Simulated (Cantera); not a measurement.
A freely propagating, adiabatic, planar premixed flame of 23.1 % H2, 15.4 % O2, 58.0 % N2, 3.47 % H2O, equivalence ratio 0.75, unburnt at 375 K and 230000 Pa; mixture-averaged transport, grid criteria slope 0.08 and curve 0.16, no radiation.

Detailed kinetics in Cantera: the H2/O2 subset of GRI-Mech 3.0, which has no nitrogen chemistry. The hydrogen kinetics of GRI-Mech 3.0 are dated; newer H2 mechanisms differ, most at raised pressure. Burning velocities carry a grid error of a few per cent, more on coarse grids.

Question: Predict: laminar burning velocity; thermal thickness; peak x(H); peak x(OH); peak x(H2O2).

Answer: 
| Property | Value |
|---|---|
| laminar burning velocity | 152 cm/s |
| thermal thickness | 0.136 mm |
| peak x(H) | 0.0100 |
| peak x(OH) | 0.00998 |
| peak x(H2O2) | 0.000117 |
